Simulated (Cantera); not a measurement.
Mixture: 15.9 % H₂, 15.6 % O₂, 68.5 % N₂, equivalence ratio 0.51, at 41000 Pa, adiabatic and at constant pressure. Ignition delay is the time to a rise of 400 K.

Detailed kinetics in Cantera: GRI-Mech 3.0 (53 species, 325 reactions). Below about 950 K walls govern HO2 and H2O2 in real vessels. Where the delays flatten at high temperature, the 400 K rule measures the pace of heat release, not the induction time.

### Question
Predict: delay at 875 K; delay at 975 K; delay at 1075 K; delay at 1175 K; delay at 1275 K.

### Answer
```json
{
 "delay at 875 K": "70.3 ms",
 "delay at 975 K": "0.643 ms",
 "delay at 1075 K": "0.285 ms",
 "delay at 1175 K": "0.178 ms",
 "delay at 1275 K": "0.138 ms"
}
```
